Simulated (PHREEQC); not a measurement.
PHREEQC input (ion-association model, phreeqc.dat):

```
SOLUTION 0
  temp 25
  units mmol/kgw
  pH 7 charge
  Cl 50.93
  Mg 0.46
  Cd 25
  O(0) 1 O2(g) -0.68
SOLUTION 1-30
  temp 25
  units mmol/kgw
  pH 7 charge
  Cl 170.01
  Mg 85
  O(0) 1 O2(g) -0.68
END
EXCHANGE 1-30
  X 0.052
  -equilibrate 1
END
SELECTED_OUTPUT 1
  -reset false
  -pH true
  -pe true
  -ionic_strength true
  -water true
  -step true
  -totals Cd Cl Mg
  -molalities MgX2 CdX2
  -saturation_indices Cd(OH)2
PRINT
  -reset false
TRANSPORT
  -cells 30
  -shifts 150
  -lengths 0.0333333
  -time_step 720
  -dispersivities 0.08
  -boundary_conditions flux flux
  -correct_disp true
  -punch_cells 30
  -punch_frequency 5
END
```

Selected output (columns that matter, 20 of 31 rows; pore volumes added in front):

```
pore volumes	pH	mu	Cd	Cl	Mg	m_MgX2	m_CdX2	si_Cd(OH)2
0	5.1025	0.25501	0	0.17001	0.085	0.026	0	-1000
0.35	5.1024	0.25424	4.5717e-05	0.16956	0.084728	0.025997	3.0622e-06	-9.1781
0.5167	5.1007	0.24267	0.00080254	0.16282	0.080602	0.025941	5.865e-05	-7.9164
0.85	5.0893	0.17287	0.0050308	0.1213	0.055613	0.025325	0.00067472	-6.9966
1.0167	5.0825	0.13741	0.0068867	0.099462	0.042839	0.024638	0.0013616	-6.7805
1.35	5.0712	0.091531	0.0093751	0.070707	0.025973	0.022456	0.0035444	-6.5141
1.5167	5.067	0.078858	0.010457	0.062972	0.021024	0.021048	0.004952	-6.422
1.85	5.0605	0.064579	0.012817	0.055166	0.014761	0.017908	0.0080923	-6.2798
2.1833	5.0557	0.057457	0.015297	0.052359	0.010878	0.014705	0.011295	-6.1769
2.35	5.0538	0.055136	0.016473	0.051753	0.0093985	0.013184	0.012816	-6.1369
2.6833	5.0505	0.051793	0.018558	0.051199	0.0070363	0.010424	0.015576	-6.0746
2.85	5.0492	0.050548	0.019448	0.051084	0.0060884	0.0092081	0.016792	-6.0506
3.1833	5.047	0.04862	0.020928	0.05098	0.0045571	0.0071182	0.018882	-6.0133
3.5167	5.0454	0.047234	0.022052	0.050946	0.0034163	0.0054624	0.020538	-5.9866
3.6833	5.0448	0.046693	0.022501	0.050939	0.0029631	0.0047813	0.021219	-5.9763
4.0167	5.0438	0.045842	0.023218	0.050933	0.0022435	0.0036729	0.022327	-5.9603
4.1833	5.0434	0.045511	0.0235	0.050932	0.0019612	0.0032289	0.022771	-5.9541
4.5167	5.0427	0.044993	0.023942	0.050931	0.0015181	0.0025214	0.023479	-5.9446
4.6833	5.0425	0.044793	0.024114	0.05093	0.0013462	0.0022435	0.023756	-5.9409
5.0167	5.0421	0.044483	0.024381	0.05093	0.001079	0.0018078	0.024192	-5.9352
```

Species that the database lacks are ignored.
